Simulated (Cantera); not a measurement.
Catalytic stagnation flow on Pt

A jet of CH4 : O2 : N2 = 0.013 : 0.2 : 0.79 (molar parts), equivalence ratio 0.13 at 300 K and 0.240 bar hits a platinum plate 5.9 cm away at a mass flux of 0.063 kg/m²/s; the plate temperature is set and raised in steps from an oxygen-covered start.

Cantera simulation using Deutschmann's 1995 Pt surface mechanism with GRI-Mech 3.0 gas chemistry; the numbers are that mechanism's predictions, not measurements. Catalytic surfaces can have several steady states; this one follows from the mechanism file's or the stated starting coverage.

| plate T (K) | wall x CH4 | wall x O2 | wall x H2O | wall x OH | wall x CO | wall x CO2 | θ free Pt | θ O* | θ OH* |
|---|---|---|---|---|---|---|---|---|---|
| 900 | 0.00836 | 0.190 | 0.00858 | 1.55e-8 | 2.58e-6 | 0.00563 | 0.131 | 0.868 | 0.00102 |
| 950 | 0.00598 | 0.185 | 0.0130 | 4.94e-8 | 2.53e-6 | 0.00852 | 0.184 | 0.815 | 0.00117 |
| 1000 | 0.00415 | 0.181 | 0.0163 | 1.36e-7 | 2.34e-6 | 0.0107 | 0.242 | 0.757 | 0.00121 |
| 1050 | 0.00292 | 0.178 | 0.0185 | 3.30e-7 | 2.15e-6 | 0.0122 | 0.302 | 0.697 | 0.00117 |
| 1100 | 0.00199 | 0.176 | 0.0200 | 7.60e-7 | 2.73e-6 | 0.0131 | 0.362 | 0.636 | 0.00109 |
| 1150 | 0.00138 | 0.175 | 0.0211 | 1.53e-6 | 3.28e-6 | 0.0138 | 0.422 | 0.577 | 0.001000 |
x: mole fraction at the wall; θ: surface coverage.
